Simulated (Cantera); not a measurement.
Input: 1 mol CH₂F₂, 0.54 mol CH₄, 0.014 mol HCl, at 300 Pa.

Cantera equilibrium calculation (NASA polynomials, part measured and part estimated; ideal gas, pure solids and liquids). Candidate condensed phases: C, C₆H₆, C₇H₈, C₈H₁₈; 118 gas species. Rates play no part.

What share of the C ends up in condensed phases as a function of T (K), at 2300, 2400, 2500, 2600, 2700, 2800, 2900?


| T (K) | C condensed (%) | as |
|---|---|---|
| 2300 | 99.5 | C(graphite) |
| 2400 | 99.2 | C(graphite) |
| 2500 | 98.8 | C(graphite) |
| 2600 | 98.0 | C(graphite) |
| 2700 | 95.7 | C(graphite) |
| 2800 | 88.2 | C(graphite) |
| 2900 | 63.3 | C(graphite) |
